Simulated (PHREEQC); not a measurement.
Make-up at 35 °C: 0.0019 mol HI, 0.23 mol NH4HS, 0.0029 mol NaOH and 0.005 mol KI per kg of water. Closed to the air; pH follows from the charge balance.

Equilibrium calculation in PHREEQC: ion-association model, wateq4f.dat.

No solid was allowed to form.

Problem. Estimate the pH, activity of water, ionic strength.

Solution. pH 7.88; activity of water 0.992; ionic strength 0.224 mol/kgw.

Problem. In which forms is S present?

Solution. HS- 95 %, H2S 5.5 % of the S.

The polysulfide entries of wateq4f.dat were taken out for this run.
